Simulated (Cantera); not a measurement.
Feed: 1 mol AlN, 2.8 mol Cl₂, 0.75 mol O₂, at 0.100 bar.

Equilibrium computed with Cantera from the NASA thermochemical tables; the gas is ideal and each condensed phase is pure. Candidate condensed phases: Al, AlCl₃, AlN, Al₂O₃; 24 gas species. Rates play no part. All values below are at 1250 K.

Base state: Cl₂ 0.825, N₂ 0.150, Cl 0.0224, AlCl₃ 0.00165, O₂ 0.00123 (mole fractions); condensed: Al₂O₃(s).

Question: What changes in the equilibrium state with this change: O₂ from 0.75 to 1 mol?

Answer: 
| species | before | after |
|---|---|---|
| Cl₂ | 0.825 | 0.769 |
| N₂ | 0.150 | 0.139 |
| O₂ | 0.00123 | 0.0696 |
| Cl | 0.0224 | 0.0216 |
| AlCl₃ | 0.00165 | 7.20e-5 |
| ClO | 8.91e-6 | 6.48e-5 |
| NO | 9.41e-6 | 6.83e-5 |
| Al₂O₃(s), mol | 0.497 | 0.500 |
